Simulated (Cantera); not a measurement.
Input (Python, Cantera):

```python
import numpy as np
import cantera as ct

gas = ct.Solution("h2o2.yaml")
gas.TPX = 900, 320, {'H2': 0.058, 'O2': 1}
reactor = ct.IdealGasConstPressureReactor(gas, energy="off", clone=False)
net = ct.ReactorNet([reactor])
net.rtol, net.atol = 1e-08, 1e-18
show = ['H2', 'O2', 'H2O2', 'HO2', 'H']
times = np.geomspace(4e-06, 200, 14)

steps = ct.SolutionArray(gas, extra=["t"])
rows = []
print(f"{'t/s':>10s}{'T/K':>9s}{'P/Pa':>11s}" + "".join(f"{s:>11s}" for s in show))
for t in times:
    while net.time < t:
        t_next = net.step()
        steps.append(gas.state, t=t_next)
    rows.append([np.interp(t, steps.t, y) for y in (steps.T, steps.P, *steps(*show).X.T)])
    print(f"{t:10.3e}{rows[-1][0]:9.1f}{rows[-1][1]:11.4g}" + "".join(f"{x:11.3e}" for x in rows[-1][2:]))
rate = np.gradient(steps.T, steps.t)
print("integrator steps:", len(steps.t))
if steps.T.max() > steps.T[0] + 200:
    print(f"time of steepest temperature rise: {steps.t[rate.argmax()]:.4e} s")
gas.TPX = 900, 320, {'H2': 0.058, 'O2': 1}
gas.equilibrate("TP")
print(f"equilibrium (TP): T = {gas.T:.1f} K  " + "  ".join(f"{s} {gas[s].X[0]:.3e}" for s in show))
```

Output:

```
       t/s      T/K       P/Pa         H2         O2       H2O2        HO2          H
 4.000e-06    900.0        320  5.482e-02  9.452e-01  1.774e-21  2.302e-14  2.297e-14
 1.564e-05    900.0        320  5.482e-02  9.452e-01  2.588e-20  9.001e-14  8.940e-14
 6.117e-05    900.0        320  5.482e-02  9.452e-01  3.784e-19  3.520e-13  3.436e-13
 2.392e-04    900.0        320  5.482e-02  9.452e-01  5.774e-18  1.378e-12  1.270e-12
 9.353e-04    900.0        320  5.482e-02  9.452e-01  8.808e-17  5.400e-12  4.556e-12
 3.658e-03    900.0        320  5.482e-02  9.452e-01  1.355e-15  2.136e-11  2.551e-11
 1.430e-02    900.0        320  5.482e-02  9.452e-01  2.456e-14  1.330e-10  2.670e-09
 5.593e-02    900.0        320  2.501e-02  9.293e-01  5.940e-08  2.335e-06  1.270e-02
 2.187e-01    900.0        320  5.695e-04  9.336e-01  2.033e-08  2.331e-06  3.865e-03
 8.553e-01    900.0        320  5.109e-05  9.427e-01  1.873e-08  1.111e-06  1.014e-04
 3.345e+00    900.0        320  2.856e-06  9.436e-01  1.095e-08  2.369e-07  1.484e-06
 1.308e+01    900.0        320  2.001e-07  9.436e-01  4.171e-09  3.391e-08  3.529e-08
 5.114e+01    900.0        320  2.233e-08  9.436e-01  1.488e-09  5.335e-09  1.648e-09
 2.000e+02    900.0        320  3.639e-09  9.436e-01  5.430e-10  1.033e-09  1.231e-10
integrator steps: 2191
equilibrium (TP): T = 900.0 K  H2 3.302e-12  O2 9.436e-01  H2O2 2.108e-12  HO2 8.682e-11  H 3.780e-15
```

Cantera simulation using the H2/O2 subset of GRI-Mech 3.0, which has no nitrogen chemistry; the numbers are that mechanism's predictions, not measurements. Radical loss at walls, strong at low pressure, is not modelled. Below about 950 K walls govern HO2 and H2O2 in real vessels. The temperature is held fixed by assumption; the heat of reaction is taken as removed at once.
